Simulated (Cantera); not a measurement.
Cantera run, input and output.

```python
import numpy as np
import cantera as ct

gas = ct.Solution("gri30.yaml")
gas.TPX = 1875, 160, {'CH4': 1, 'H2': 7.9}
reactor = ct.IdealGasConstPressureReactor(gas, energy="off", clone=False)
net = ct.ReactorNet([reactor])
net.rtol, net.atol = 1e-08, 1e-18
show = ['CH4', 'H2', 'C2H2', 'C2H4', 'CH2']
times = np.geomspace(5e-06, 6, 13)

steps = ct.SolutionArray(gas, extra=["t"])
rows = []
print(f"{'t/s':>10s}{'T/K':>9s}{'P/Pa':>11s}" + "".join(f"{s:>11s}" for s in show))
for t in times:
    while net.time < t:
        t_next = net.step()
        steps.append(gas.state, t=t_next)
    rows.append([np.interp(t, steps.t, y) for y in (steps.T, steps.P, *steps(*show).X.T)])
    print(f"{t:10.3e}{rows[-1][0]:9.1f}{rows[-1][1]:11.4g}" + "".join(f"{x:11.3e}" for x in rows[-1][2:]))
rate = np.gradient(steps.T, steps.t)
print("integrator steps:", len(steps.t))
if steps.T.max() > steps.T[0] + 200:
    print(f"time of steepest temperature rise: {steps.t[rate.argmax()]:.4e} s")
gas.TPX = 1875, 160, {'CH4': 1, 'H2': 7.9}
gas.equilibrate("TP")
print(f"equilibrium (TP): T = {gas.T:.1f} K  " + "  ".join(f"{s} {gas[s].X[0]:.3e}" for s in show))
```

Result:

```
       t/s      T/K       P/Pa        CH4         H2       C2H2       C2H4        CH2
 5.000e-06   1875.0        160  1.124e-01  8.876e-01  7.251e-21  2.292e-16  3.798e-15
 1.605e-05   1875.0        160  1.124e-01  8.876e-01  4.635e-19  4.392e-15  5.407e-14
 5.154e-05   1875.0        160  1.124e-01  8.876e-01  3.577e-17  1.238e-13  8.142e-13
 1.655e-04   1875.0        160  1.123e-01  8.876e-01  6.984e-15  8.797e-12  1.473e-11
 5.313e-04   1875.0        160  1.123e-01  8.876e-01  1.872e-12  7.055e-10  2.835e-10
 1.706e-03   1875.0        160  1.122e-01  8.876e-01  3.551e-10  3.667e-08  4.506e-09
 5.477e-03   1875.0        160  1.120e-01  8.875e-01  5.083e-08  1.373e-06  5.423e-08
 1.759e-02   1875.0        160  1.111e-01  8.873e-01  7.075e-06  4.123e-05  5.398e-07
 5.646e-02   1875.0        160  1.054e-01  8.882e-01  8.339e-04  6.424e-04  4.313e-06
 1.813e-01   1875.0        160  6.832e-02  9.064e-01  1.671e-02  8.074e-04  1.054e-05
 5.820e-01   1875.0        160  2.371e-02  9.315e-01  3.867e-02  1.286e-04  7.227e-06
 1.869e+00   1875.0        160  4.654e-03  9.410e-01  4.798e-02  1.013e-05  3.704e-06
 6.000e+00   1875.0        160  5.076e-04  9.398e-01  4.998e-02  1.709e-06  1.237e-06
integrator steps: 1001
equilibrium (TP): T = 1875.0 K  CH4 1.093e-05  H2 9.339e-01  C2H2 5.008e-02  C2H4 1.056e-06  CH2 7.604e-08
```

Model: GRI-Mech 3.0 (53 species, 325 reactions), integrated in Cantera. GRI-Mech 3.0 stops at C3 and has no aromatics, soot or wall deposition, so with more carbon than oxygen in the feed, carbon stays in small species such as C2H2 where larger ones or solid carbon would form. Radical loss at walls, strong at low pressure, is not modelled.
